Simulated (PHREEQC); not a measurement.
## Metal-bearing waste water: speciation

A solution holds 0.25 mol/kgw NiSO4, 0.00035 mol/kgw ZnCl2, 0.00341 mol/kgw NaH2PO4 and 0.18 mol/kgw NaCl, at 25 °C. Closed to the air; pH follows from the charge balance.

All values are PHREEQC results (ion-association model, wateq4f.dat), not measurements.

```yaml
pH: 4.89
ionic_strength: 0.631 mol/kgw
activity_of_water: 0.988
```

```json
[
 {"species": "Na+", "molality": "0.166", "activity": "0.117", "log γ": "-0.151"},
 {"species": "Cl-", "molality": "0.163", "activity": "0.102", "log γ": "-0.202"},
 {"species": "NiSO4", "molality": "0.121", "activity": "0.139", "log γ": "0.063"},
 {"species": "Ni+2", "molality": "0.114", "activity": "0.0347", "log γ": "-0.517"},
 {"species": "SO4-2", "molality": "0.110", "activity": "0.0206", "log γ": "-0.728"},
 {"species": "NaSO4-", "molality": "0.0178", "activity": "0.0121", "log γ": "-0.168"},
 {"species": "NiCl+", "molality": "0.0120", "activity": "0.00891", "log γ": "-0.129"},
 {"species": "H2PO4-", "molality": "0.00335", "activity": "0.00227", "log γ": "-0.168"},
 {"species": "NiCl2", "molality": "0.00286", "activity": "0.00331", "log γ": "0.063"},
 {"species": "Ni(SO4)2-2", "molality": "0.000507", "activity": "0.000154", "log γ": "-0.517"},
 {"species": "Zn+2", "molality": "0.000129", "activity": "3.02e-5", "log γ": "-0.632"},
 {"species": "ZnSO4", "molality": "0.000126", "activity": "0.000146", "log γ": "0.063"},
 {"species": "Zn(SO4)2-2", "molality": "8.04e-5", "activity": "2.45e-5", "log γ": "-0.517"},
 {"species": "HPO4-2", "molality": "5.57e-5", "activity": "1.10e-5", "log γ": "-0.703"},
 {"species": "HSO4-", "molality": "3.94e-5", "activity": "2.56e-5", "log γ": "-0.186"},
 {"species": "H+", "molality": "1.69e-5", "activity": "1.28e-5", "log γ": "-0.121"}
]
```

No solid was allowed to form. The solution is supersaturated, for example in Ni3(PO4)2, so a real one may precipitate; this is no full list. H3PO4, which wateq4f.dat lacks, is added to it with the constant of phreeqc.dat. The database has no phosphate complexes of Zn, Ni.
